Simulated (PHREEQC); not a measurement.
Make-up at 30 °C: 43 mmol/kgw AgF, 150 mmol/kgw HF and 0.1 mmol/kgw Na2SO4. It is in equilibrium with CO2 at log p = -1 (atm). Otherwise closed; pH follows from the charge balance.

Model: ion-association model, wateq4f.dat, run in PHREEQC.

The ionic strength comes out as 0.0440 mol/kgw. What activity coefficients do SO4-2, H+, AgSO4-, HF2-, Na+ get?

SO4-2 0.48, H+ 0.86, AgSO4- 0.83, HF2- 0.82, Na+ 0.83.

No solid was allowed to form. Complexes and solids missing from the database can't appear. wateq4f.dat counts part of the HF as a dimer, H2F2, which phreeqc.dat doesn't know; its constant is uncertain.
